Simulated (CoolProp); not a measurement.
R113 at 298.15 K and 0.0355 MPa is throttled through a valve to 0.0017 MPa with no heat exchange. Each further row changes one setting.

Values from CoolProp's reference Helmholtz-energy equation of state, Marx 1992.

| case | final density (kg/m³) |
|---|---|
| as stated | [?] |
| outlet pressure 0.00051 MPa | [?] |
| outlet pressure 0.00221 MPa | [?] |

Some entries are withheld; supply them.


- as stated, final density (kg/m³): 0.129
- outlet pressure 0.00051 MPa, final density (kg/m³): 0.0387
- outlet pressure 0.00221 MPa, final density (kg/m³): 0.168
